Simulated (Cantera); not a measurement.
What does this Cantera script print?

```python
import numpy as np
import cantera as ct

gas = ct.Solution("gri30.yaml")
gas.TPX = 600, 101325, {'CH4': 1, 'O2': 2, 'N2': 7.52}
flame = ct.FreeFlame(gas, width=0.04)
flame.set_refine_criteria(ratio=3, slope=0.08, curve=0.16)
flame.transport_model = "unity-Lewis-number"
flame.solve(loglevel=0, auto=True)
z, T = flame.grid, flame.T
thick = (T[-1] - T[0]) / np.gradient(T, z).max()
show = ['CH4', 'O2', 'CH2O', 'HO2', 'H2', 'CH2']
print(f"laminar burning velocity  {flame.velocity[0] * 100:.3f} cm/s")
print(f"burnt temperature         {T[-1]:.1f} K")
print(f"thermal thickness         {thick * 1e3:.4f} mm")
print(f"grid points               {len(z)}")
z0 = z[flame.heat_release_rate.argmax()]
print(f"{'z/mm':>9s}{'T/K':>9s}{'u/(m/s)':>9s}" + "".join(f"{s:>11s}" for s in show))
rows = []
for k in (-3, -2, -1.5, -1, -0.5, -0.25, 0, 0.25, 0.5, 1, 2, 4, 8):
    zz = z0 + k * thick
    rows.append([k * thick, np.interp(zz, z, T), np.interp(zz, z, flame.velocity),
                 *(np.interp(zz, z, flame.X[gas.species_index(s)]) for s in show)])
    print(f"{rows[-1][0] * 1e3:9.3f}{rows[-1][1]:9.1f}{rows[-1][2]:9.3f}" + "".join(f"{x:11.3e}" for x in rows[-1][3:]))
```

Result:

```
laminar burning velocity  93.808 cm/s
burnt temperature         2372.2 K
thermal thickness         0.3725 mm
grid points               135
     z/mm      T/K  u/(m/s)        CH4         O2       CH2O        HO2         H2        CH2
   -1.118    600.5    0.939  9.503e-02  1.901e-01  7.577e-07  5.207e-08  9.190e-06  1.362e-17
   -0.745    604.1    0.945  9.478e-02  1.897e-01  6.742e-06  4.612e-07  8.199e-05  4.687e-15
   -0.559    616.2    0.964  9.395e-02  1.885e-01  2.675e-05  1.806e-06  3.275e-04  2.275e-13
   -0.373    687.2    1.077  8.904e-02  1.814e-01  1.412e-04  9.188e-06  1.782e-03  3.825e-11
   -0.186   1045.9    1.657  6.285e-02  1.437e-01  6.520e-04  4.583e-05  9.564e-03  4.189e-08
   -0.093   1430.9    2.297  3.322e-02  1.001e-01  9.163e-04  1.141e-04  1.827e-02  5.983e-06
    0.000   1826.4    2.977  5.676e-03  5.115e-02  5.124e-04  6.948e-05  2.297e-02  5.875e-05
    0.093   1967.4    3.214  1.850e-04  2.927e-02  3.978e-05  1.047e-05  1.731e-02  6.188e-06
    0.186   2012.5    3.279  3.209e-06  2.419e-02  8.376e-07  6.645e-06  1.608e-02  1.367e-07
    0.373   2073.6    3.363  4.026e-09  2.102e-02  1.372e-09  5.189e-06  1.557e-02  2.272e-10
    0.745   2149.8    3.466  6.777e-14  1.821e-02  1.284e-10  3.780e-06  1.359e-02  7.525e-15
    1.490   2229.9    3.572  1.929e-16  1.521e-02  9.253e-11  2.593e-06  1.092e-02  3.045e-16
    2.980   2297.5    3.661  1.149e-16  1.240e-02  6.407e-11  1.852e-06  8.562e-03  1.816e-16
```

Computed with Cantera and GRI-Mech 3.0 (53 species, 325 reactions). Unity Lewis numbers drop preferential diffusion, which matters most where H2 and H carry the flame. Burning velocities carry a grid error of a few per cent, more on coarse grids.
